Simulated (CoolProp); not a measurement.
The fluoroketone C6F12O (FK-5-1-12) at several states: density (kg/m³) from the reference equation and from simpler models built on Tc = 441.8 K, pc = 18.69 bar, ω = 0.471; each cubic takes its own stable root.

Values from CoolProp's reference Helmholtz-energy equation of state, McLinden 2015.

```
T (K)  p (bar)   phase  reference
-----  -------  ------  ---------
238.6    0.158  liquid       1771
497.6     14.1     gas      131.3
416.4     6.34     gas      69.50
214       36.3  liquid       1845
483.8     1.23     gas      9.826
489.6     5.03     gas      41.79
```

Q: How far does each simpler model (van der Waals, Redlich-Kwong, Soave-Redlich-Kwong, Peng-Robinson) lie from the reference over these 6 states: mean and median of the absolute difference, and the worst?

A: 
- van der Waals: mean 24.5 %, median 3.1 %, worst -99.9 % at 238.6 K and 0.158 bar
- Redlich-Kwong: mean 5.4 %, median 2.2 %, worst -13.9 % at 238.6 K and 0.158 bar
- Soave-Redlich-Kwong: mean 3.6 %, median 0.8 %, worst -10.2 % at 214 K and 36.3 bar
- Peng-Robinson: mean 1.0 %, median 0.9 %, worst +1.7 % at 238.6 K and 0.158 bar

At some of these states van der Waals gives the other phase, because its saturation line lies elsewhere.
